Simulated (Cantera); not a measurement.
A closed system holds: 1 mol B, 0.98 mol O2, 1.4 mol N2, held at 1077 °C and 1.33 mbar.

Equilibrium computed with Cantera from the NASA thermochemical tables; the gas is ideal and each condensed phase is pure. Candidate condensed phases: B, BN, B2O3; 17 gas species. Kinetics and transport are ignored.

Base state: N2 0.858, O2 0.141, B2O3 0.000527, NO 0.000463, BO2 5.16e-5 (mole fractions); condensed: B2O3(l).

Task: What changes in the equilibrium state with this change: 0.055 mol HCl added?

Result: 
```
species       before     after
------------  ------  --------
N2             0.858     0.826
O2             0.141     0.133
HCl                0    0.0235
Cl                 0   0.00838
HBO2               0   0.00586
H2O                0   0.00152
Cl2                0  0.000257
B2O3(l), mol   0.499     0.494
```
The tables' values for BOCl are old estimates; treat these amounts as uncertain. Further candidate phases: B3O3H3, H2O, NH4Cl.
